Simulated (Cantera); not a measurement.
## Thermodynamics of abatement and gas-phase synthesis, feed H₂S + H₂ + O₂

Input: 1 mol H₂S, 0.41 mol H₂, 1.2 mol O₂, held at 0.100 bar.

Equilibrium computed with Cantera from the NASA thermochemical tables; the gas is ideal and each condensed phase is pure. Candidate condensed phases: H₂O, H₂SO₄, S; 34 gas species. Ions and electrons are included (thermal ionisation). Equilibrium is a limit: real reactors are often held back by kinetics, nucleation or transport.

From 2227 °C to 4727 °C nothing is condensed.

```tsv
T (°C)	x H	x O	x H₂O	x SO₂	x H₂	x S	x SO	x OH	x O₂	x S₂
2227	0.0346	0.00164	0.361	0.244	0.189	0.0148	0.120	0.0137	0.00129	0.0114
2727	0.191	0.0611	0.175	0.129	0.146	0.0361	0.149	0.0762	0.0291	0.00204
3227	0.400	0.260	0.0128	0.0124	0.0460	0.101	0.0830	0.0512	0.0278	0.00130
3727	0.445	0.362	0.000338	0.000318	0.00779	0.149	0.0169	0.0113	0.00592	0.000424
4227	0.451	0.381	1.42e-5	9.52e-6	0.00170	0.158	0.00314	0.00263	0.00117	0.000110
4727	0.453	0.385	1.06e-6	5.14e-7	0.000495	0.160	0.000757	0.000784	0.000302	3.45e-5
```
x: gas mole fraction; nothing condenses.
